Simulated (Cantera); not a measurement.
A closed system holds: 1 mol PbO, 0.56 mol H₂O, held at 1698 K.

Equilibrium computed with Cantera from the NASA thermochemical tables; the gas is ideal and each condensed phase is pure. Candidate condensed phases: H₂O, Pb, PbO, PbO₂, Pb₃O₄; 12 gas species. Gases not in the tables: (PbO)n polymers. The numbers say what is thermodynamically allowed, not how fast it happens.

Problem. At 10.0 mbar, list the 4 most abundant gas species with their mole fractions, and the condensed phases.

Solution. PbO 0.381, H₂O 0.322, Pb 0.197, O₂ 0.0980. Condensed: gas only.
